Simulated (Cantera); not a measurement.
What does this Cantera script print?

```python
import numpy as np
import cantera as ct

gas_names = [...]  # 110 gases of nasa_gas.yaml made of C, H, O
cond_names = """
    C(gr) C6H6(L) C7H8(L) C8H18(L),n-octa H2O(s) H2O(L)
""".split()


# ... load() reads the species with a 1 bar reference pressure and builds the phases ...
atoms = {
    'n-butane': {'C': 4, 'H': 10},
    'O2': {'O': 2},
}
top_T = {'C(gr)': 4500}  # K; cautious upper limits of use, not melting points


# ... equilibrate(T, P, feed) seeds the gas with the atoms and calls Mixture.equilibrate('TP', solver="vcs", rtol=1e-11, max_steps=5000) ...
results = []
feed = {'n-butane': 1, 'O2': 0.35}  # mol
T = 2623.15  # K
P = 7900  # Pa
mix = equilibrate(T, P, feed)
results.append((T, P, feed, dict(zip(mix.species_names, mix.species_moles))))
x = sorted(zip(gas.X, gas.species_names), reverse=True)
print(f"T = {T:g} K  P = {P:g} Pa  gas = {mix.phase_moles(0):.4g} mol")
print("   x: " + "  ".join(f"{s} {v:.3e}" for v, s in x if v > 1e-05))
print("   condensed (mol): " + ("  ".join(f"{mix.phase(i).name} {mix.phase_moles(i):.4g}"
      for i in range(1, mix.n_phases) if mix.phase_moles(i) > 1e-12) or "none"))
```

Output:

```
T = 2623.15 K  P = 7900 Pa  gas = 6.095 mol
   x: H2 7.424e-01  H 1.292e-01  CO 1.149e-01  C2H2,acetylene 1.316e-02  C2H 2.108e-04  C4H2 9.677e-05  C3 3.896e-05  CH3 1.644e-05  C2H2,vinylidene 1.525e-05  C 1.057e-05
   condensed (mol): C(gr) 3.133
```

Method: chemical equilibrium by Gibbs-energy minimisation in Cantera with the NASA 1993 tables (ideal gas, pure condensed phases).
